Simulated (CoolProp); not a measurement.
Vapour-liquid equilibrium of cyclohexane (1) + p-xylene (2) at 210.55 °C; x and y are mole fractions of (1).

The numbers come from the multi-fluid Helmholtz-energy mixture model, Zhou 2014 and Zhou 2012; pair parameters Bell 2016 in CoolProp.

```csv
x,bubble pressure (MPa),y at the bubble point,dew pressure at overall composition x (MPa),liquid density (mol/L)
0.05,0.5664,(withheld),(withheld),6.368
0.125,0.6564,(withheld),0.5605,(withheld)
0.2,0.7434,0.413,0.5996,6.417
0.275,(withheld),0.508,0.6441,6.441
0.35,0.9094,0.585,0.6948,6.465
0.425,0.9891,0.651,0.7530,6.487
0.5,1.067,0.708,0.8202,6.510
0.575,1.144,0.759,0.8980,6.532
0.65,1.221,0.806,0.9881,6.554
0.725,1.297,(withheld),1.092,6.576
0.8,(withheld),0.892,1.210,6.597
0.875,1.452,0.933,1.342,6.619
0.95,1.531,(withheld),1.485,6.642
```

**Question.** Fill in the missing entries.

**Answer.** 
- 0.05, y at the bubble point: 0.137
- 0.05, dew pressure at overall composition x (MPa): 0.5257
- 0.125, y at the bubble point: 0.294
- 0.125, liquid density (mol/L): 6.393
- 0.275, bubble pressure (MPa): 0.8276
- 0.725, y at the bubble point: 0.850
- 0.8, bubble pressure (MPa): 1.374
- 0.95, y at the bubble point: 0.973

No azeotrope shows between x = 0.05 and 0.95.

The pair parameters rest on a limited set of measurements; away from them the model extrapolates.
